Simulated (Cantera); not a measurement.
A Cantera script and its output.

```python
import numpy as np
import cantera as ct

gas = ct.Solution("gri30.yaml")


def delay(T, t_max=10):
    gas.TPX = T, 65000, {'CH4': 1, 'O2': 2.47, 'N2': 9.28}
    reactor = ct.IdealGasReactor(gas, clone=False)
    net = ct.ReactorNet([reactor])
    net.rtol, net.atol = 1e-8, 1e-16
    while net.time < t_max:
        t_old, T_old = net.time, reactor.T
        net.step()
        if reactor.T > T + 400:  # ignition: a rise of 400 K
            return t_old + (T + 400 - T_old) / (reactor.T - T_old) * (net.time - t_old)
    return np.nan


taus = []
for T in [1125, 1225, 1325, 1425, 1525, 1625, 1725, 1825, 1925, 2025]:
    taus.append(delay(T))
    print(f"T0 = {T:6g} K   tau = {taus[-1]:.4e} s")
```

Result:

```
T0 =   1125 K   tau = 1.7792e-01 s
T0 =   1225 K   tau = 3.9190e-02 s
T0 =   1325 K   tau = 1.0166e-02 s
T0 =   1425 K   tau = 3.1181e-03 s
T0 =   1525 K   tau = 1.1456e-03 s
T0 =   1625 K   tau = 4.9734e-04 s
T0 =   1725 K   tau = 2.4541e-04 s
T0 =   1825 K   tau = 1.3307e-04 s
T0 =   1925 K   tau = 7.7569e-05 s
T0 =   2025 K   tau = 4.7920e-05 s
```

Model: GRI-Mech 3.0 (53 species, 325 reactions), integrated in Cantera.
